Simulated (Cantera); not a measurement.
Input: 1 mol CH₃SiH₃, 0.65 mol C₂H₂, 1700 mol H₂, at 0.100 bar.

Equilibrium computed with Cantera from the NASA thermochemical tables; the gas is ideal and each condensed phase is pure. Candidate condensed phases: C, C₆H₆, C₇H₈, C₈H₁₈, Si, SiC; 87 gas species. The feed counts by its element totals alone. Gases not in the tables: Si₂H₆ and higher silanes. Rates play no part.

Problem. Which condensed phases are stable at each of these points (T (K)): 1800, 1875, 1950, 2025, 2100, 2175, 2250?

Solution. 
```tsv
T (K)	condensed phases	Si condensed (%)
1800	C(graphite) + SiC(s)	99.7
1875	C(graphite) + SiC(s)	99.0
1950	SiC(s)	96.3
2025	SiC(s)	86.7
2100	SiC(s)	56.8
2175	gas only	0.0
2250	gas only	0.0
```

From 1800 K to 1875 K the condensed part is C(graphite) + SiC(s). From 1950 K to 2100 K the condensed part is SiC(s). From 2175 K to 2250 K nothing is condensed.
